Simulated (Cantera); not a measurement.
Feed: 1 mol TiO2, 3.5 mol CH4, 0.13 mol CO, equilibrated at 2225 K and 13.3 mbar.

These are equilibrium values from Cantera (NASA tables, ideal gas, pure condensed phases), not measurements of a reactor. Candidate condensed phases: C, C6H6, C7H8, C8H18, H2O, Ti, TiC, TiO, TiO2, Ti2O3, Ti3O5, Ti4O7; 113 gas species. TiC: taken at fixed stoichiometry. Kinetics and transport are ignored.

Base state: H2 0.722, CO 0.228, H 0.0477, C2H2 (acetylene) 0.00212 (mole fractions); condensed: C(graphite) + TiC(s).

**Question.** What changes in the equilibrium state with this change: temperature from 2225 K to 1325 K?

**Answer.** 
```json
[
 {"species": "H2", "before": "0.722", "after": "0.767"},
 {"species": "CO", "before": "0.228", "after": "0.233"},
 {"species": "CH4", "before": "1.73e-6", "after": "5.26e-5"},
 {"species": "H", "before": "0.0477", "after": "1.24e-5"},
 {"species": "C2H2 (acetylene)", "before": "0.00212", "after": "6.52e-7"},
 {"species": "H2O", "before": "1.15e-7", "after": "1.72e-5"},
 {"species": "C(graphite), mol", "before": "0.460", "after": "0.500"},
 {"species": "TiC(s), mol", "before": "1.000", "after": "1.00"}
]
```
